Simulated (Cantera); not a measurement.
# Calcination and drying: Ca(OH)2 + C + O2

Feed: 1 mol Ca(OH)2, 0.12 mol C, 19 mol O2, equilibrated at 17000 Pa.

Method: chemical equilibrium by Gibbs-energy minimisation in Cantera with the NASA 1993 tables (ideal gas, pure condensed phases). Candidate condensed phases: C, C6H6, C7H8, C8H18, Ca, CaCO3, CaO, Ca(OH)2, H2O; 115 gas species. Rates play no part.

| T (K) | x O2 | x H2O | x CO2 | x OH | x O | x HO2 | x H2 | x CO | n CaCO3(calcite) | n Ca(OH)2(s) | n CaO(s) |
|---|---|---|---|---|---|---|---|---|---|---|---|
| 548 | 0.994 | 0.00632 | 1.20e-8 | <1e-12 | <1e-12 | <1e-12 | <1e-12 | <1e-12 | 0.120 | 0.880 | 0 |
| 698 | 0.950 | 0.0503 | 4.03e-5 | 4.00e-11 | <1e-12 | 1.31e-12 | <1e-12 | <1e-12 | 0.119 | 0 | 0.881 |
| 848 | 0.944 | 0.0500 | 0.00600 | 5.56e-9 | 1.61e-12 | 7.46e-11 | <1e-12 | <1e-12 | 0 | 0 | 1.00 |
| 998 | 0.944 | 0.0500 | 0.00600 | 1.77e-7 | 3.49e-10 | 1.27e-9 | 1.03e-11 | <1e-12 | 0 | 0 | 1.00 |
| 1148 | 0.944 | 0.0500 | 0.00600 | 2.29e-6 | 1.87e-8 | 1.03e-8 | 5.12e-10 | 7.27e-11 | 0 | 0 | 1.00 |
| 1298 | 0.944 | 0.0500 | 0.00600 | 1.64e-5 | 4.02e-7 | 5.17e-8 | 1.05e-8 | 2.20e-9 | 0 | 0 | 1.00 |
| 1448 | 0.944 | 0.0500 | 0.00600 | 7.85e-5 | 4.60e-6 | 1.86e-7 | 1.15e-7 | 3.27e-8 | 0 | 0 | 1.00 |
x: gas mole fraction; n: condensed amount in mol.

At 548 K the condensed part is CaCO3(calcite) + Ca(OH)2(s). At 698 K the condensed part is CaCO3(calcite) + CaO(s). From 848 K to 1448 K the condensed part is CaO(s).
